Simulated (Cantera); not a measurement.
Input (Python, Cantera) and output of one run.

```python
import numpy as np
import cantera as ct

gas_names = [...]  # 109 gases of nasa_gas.yaml made of C, Cl, H, Si
cond_names = """
    C(gr) C6H6(L) C7H8(L) C8H18(L),n-octa Si(cr) Si(L) SiC(b)
""".split()


# ... load() reads the species with a 1 bar reference pressure and builds the phases ...
atoms = {
    'Si(CH3)4': {'Si': 1, 'C': 4, 'H': 12},
    'HCl': {'H': 1, 'CL': 1},
    'H2': {'H': 2},
}
top_T = {'C(gr)': 4500, 'SiC(b)': 3050}  # K; cautious upper limits of use, not melting points


# ... equilibrate(T, P, feed) seeds the gas with the atoms and calls Mixture.equilibrate('TP', solver="vcs", rtol=1e-11, max_steps=5000) ...
results = []
feed = {'Si(CH3)4': 1, 'HCl': 0.44, 'H2': 7}  # mol
T = 2525  # K
P = 13332.2  # Pa
mix = equilibrate(T, P, feed)
results.append((T, P, feed, dict(zip(mix.species_names, mix.species_moles))))
print(gas.report(threshold=1e-05))
for i in range(1, mix.n_phases):
    print(f"{mix.phase(i).name:16s} {mix.phase_moles(i):12.5e} mol")
```

Output:

```
       temperature   2525 K
          pressure   13332 Pa
           density   0.0024581 kg/m^3
  mean mol. weight   3.8708 kg/kmol
   phase of matter   gas

                          1 kg             1 kmol
                     ---------------   ---------------
          enthalpy          2.44e+07        9.4446e+07  J
   internal energy        1.8976e+07        7.3452e+07  J
           entropy             56771        2.1975e+05  J/K
    Gibbs function       -1.1895e+08       -4.6042e+08  J
 heat capacity c_p            9106.9             35251  J/K
 heat capacity c_v            6958.9             26936  J/K

                      mass frac. Y      mole frac. X     chem. pot. / RT
                     ---------------   ---------------   ---------------
               CH3        8.3186e-05        2.1416e-05           -36.889
               CH4         6.032e-05        1.4554e-05            -48.09
               C2H        0.00042084         6.508e-05           -17.773
    C2H2,acetylene          0.070287          0.010449           -28.974
              C4H2         0.0006707         5.186e-05           -35.547
                CL          0.014996         0.0016374           -25.886
                 H          0.018651          0.071622           -11.201
               HCL           0.26572          0.028211           -37.087
                H2           0.45324           0.87024           -22.402
                Si          0.078946          0.010881            -8.527
              SiC2          0.040796         0.0030306           -15.099
              SiCL         0.0078518        0.00047836           -34.413
             SiCL2         0.0085769         0.0003354           -60.299
               SiH         0.0070887        0.00094314           -19.728
              SiH2         0.0019213        0.00024706           -30.929
               Si2         0.0011101          7.65e-05           -17.054
              Si2C          0.029219         0.0016588            -20.34
     [  +92 minor]        0.00036312        3.7032e-05

C(gr)             2.86303e+00 mol
Si(L)             0.00000e+00 mol
SiC(b)            7.24641e-01 mol
```

These are equilibrium values from Cantera (NASA tables, ideal gas, pure condensed phases), not measurements of a reactor. The tables' values for SiCl are old estimates; treat these amounts as uncertain. Gases not in the tables: Si2H6 and higher silanes.
